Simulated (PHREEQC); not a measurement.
0.17 g of hydrous ferric oxide (600 m²/g; 0.2 weak and 0.005 strong sites per Fe, Dzombak-Morel constants, diffuse double layer) in 1 kg of water with 0.001 mol/kgw of an inert sodium salt and 0.00044 mol/kgw ZnCl2 and 0.00044 mol/kgw CuCl2, at 25 °C; the pH is set by adding NaOH or the inert anion's acid. Oxygen alone is held at its pressure in air (log pO2 = -0.68). No CO2 enters from the air. No solid was allowed to form.

The numbers come from PHREEQC with the ion-association model, wateq4f.dat.

| pH | Zn sorbed (%) | Cu sorbed (%) | surface charge σ (C/m²) | surface potential ψ (mV) |
|---|---|---|---|---|
| 4 | 0.0 | 1.1 | 0.170 | 198 |
| 4.67 | 0.0 | 5.4 | 0.110 | 177 |
| 5.33 | 0.1 | 21.2 | 0.086 | 165 |
| 6 | 0.2 | 39.3 | 0.084 | 165 |
| 6.67 | 0.4 | 47.6 | 0.075 | 160 |
| 7.33 | 2.2 | 45.3 | 0.050 | 140 |
| 8 | 14.9 | 30.9 | 0.028 | 112 |
| 8.67 | 30.9 | 14.2 | 0.016 | 86 |
| 9.33 | 33.5 | 10.8 | 0.007 | 52 |
| 10 | 33.2 | 10.4 | 0.002 | 13 |
| 10.67 | 32.0 | 10.8 | -0.004 | -27 |
| 11.33 | 28.2 | 13.1 | -0.015 | -69 |
| 12 | 17.1 | 18.1 | -0.063 | -113 |

Along this series the solution becomes supersaturated in solids that the run did not let form, among them Cu(OH)2, Atacamite, Zn(OH)2-e, Zn5(OH)8Cl2. The database's constant for dissolved Cu(OH)2 is higher than later reviews accept.
